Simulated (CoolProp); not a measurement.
Computed with CoolProp (reference Helmholtz-energy equation of state, Wagner 2002).

Q: For water, give the phase and the density (kg/m³), cv (kJ/(kg K)), conductivity (mW/(m K)), Prandtl number at 377.2 K and 4940 kPa; 497.8 K and 4940 kPa; 546 K and 4940 kPa.

A: 
- 377.2 K and 4940 kPa: liquid; density 958, cv 3.74, conductivity 681, Prandtl number 1.68
- 497.8 K and 4940 kPa: liquid; density 836, cv 3.23, conductivity 644, Prandtl number 0.861
- 546 K and 4940 kPa: gas; density 24.0, cv 2.35, conductivity 54.1, Prandtl number 1.32

Viscosity comes from a separate model (Huber 2009). Thermal conductivity comes from a separate model (Huber 2012).
